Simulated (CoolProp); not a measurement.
R11 along the isotherm 485.4 K: Z from the reference equation and from simpler models built on Tc = 471.1 K, pc = 4.408 MPa, ω = 0.189; each cubic takes its own stable root.

Values from CoolProp's reference Helmholtz-energy equation of state, Jacobsen 1992.

| p (MPa) | phase | reference | Pitzer virial | van der Waals | Redlich-Kwong | Peng-Robinson |
|---|---|---|---|---|---|---|
| 0.22 | gas | 0.9847 | 0.9844 | 0.9861 | 0.9843 | 0.9826 |
| 0.441 | gas | 0.9689 | 0.9688 | 0.9717 | 0.9681 | 0.9648 |
| 0.661 | gas | 0.9528 | 0.9532 | 0.9571 | 0.9517 | 0.9468 |
| 0.882 | gas | 0.9362 | 0.9375 | 0.9420 | 0.9349 | 0.9284 |
| 1.1 | gas | 0.9194 | 0.9221 | 0.9268 | 0.9180 | 0.9099 |
| 1.32 | gas | 0.9020 | 0.9065 | 0.9109 | 0.9004 | 0.8909 |
| 1.54 | gas | 0.8840 | 0.8909 | 0.8945 | 0.8824 | 0.8715 |
| 1.76 | gas | 0.8655 | 0.8753 | 0.8776 | 0.8639 | 0.8516 |
| 1.98 | gas | 0.8464 | 0.8597 | 0.8601 | 0.8449 | 0.8312 |
| 2.2 | gas | 0.8265 | 0.8442 | 0.8419 | 0.8253 | 0.8104 |
